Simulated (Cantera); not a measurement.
Cantera with NASA thermochemical tables; ideal gases at 1 bar, condensed phases pure. Values are per mole of reaction as written; species without (g) are pure solids or liquids, kept so even where they would boil at 1 bar.

a) 2 Ba + S₂(g) = 2 BaS
b) 2 Ca + S₂(g) = 2 CaS
c) 1.5 Ni + S₂(g) = 0.5 Ni₃S₄
d) 2 Pb + S₂(g) = 2 PbS(g)
e) C + S₂(g) = CS₂(g)

Order these by ΔG° at 573 K, most negative first.

b (-961 kJ), a (-944 kJ), c (-177 kJ), e (-14 kJ), d (54 kJ)
